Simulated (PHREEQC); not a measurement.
1 kg of water holding 100 mmol/kgw NaOH and 27 mmol/kgw Na2CO3 meets 20 L of dry gas (CO2 0.52, CH4 0.48 by moles) at fixed total pressure, at 50 °C; fugacities by Peng-Robinson. The gases take part in no redox reaction, some water evaporates into the gas, and hydrates or a liquid gas phase aren't modelled. Precipitation was switched off in this run.

The numbers come from PHREEQC with the ion-association model, phreeqc.dat.

```
P (atm)  dissolved CO2 (all carbonate carbon) (mol/kgw)  φ of CO2  p of CO2 (atm)  dissolved CH4 (mol/kgw)
-------  ----------------------------------------------  --------  --------------  -----------------------
2                                                 0.170     0.991           0.884                  0.00105
5                                                 0.199     0.979            2.43                  0.00257
10                                                0.244     0.958            5.00                  0.00503
30                                                0.402     0.879            15.3                   0.0142
40                                                0.469     0.841            20.5                   0.0185
50                                                0.528     0.805            25.7                   0.0225
75                                                0.645     0.719            38.6                   0.0318
100                                               0.723     0.642            51.6                   0.0401
200                                               0.840     0.437             103                   0.0667
300                                               0.885     0.353             155                   0.0851
400                                               0.919     0.315             207                   0.0993
```

Away from 25 °C the constants follow the database's enthalpies or fits; those with neither stay at their 25 °C values.
